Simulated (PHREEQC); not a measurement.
Model water analysis in mg/L, 25 °C, pH 2.93, pe 9.9:

| constituent | mg/L |
|---|---|
| Na | 104 |
| K | 0.259 |
| Ca | 726 |
| Mg | 172 |
| Cl | 271 |
| S(6) as SO4 | 2270 |
| O(0) (dissolved oxygen) | 3.32 |
| Al | 0.268 |
| Ni | 27.4 |
| Si as SiO2 | 2.02 |

Cl is adjusted to close the charge balance.
Valence states are taken as typed.

Computed with PHREEQC (ion-association model, wateq4f.dat).

Precipitation was switched off in this run.

Task: Estimate the ionic strength.

Result: ionic strength 0.0706 mol/kgw.

Task: In which forms is K present?

Result: K+ 96 %, KSO4- 3.8 % of the K.

The solution is supersaturated, for example in Gypsum, so a real one may precipitate; this is no full list.
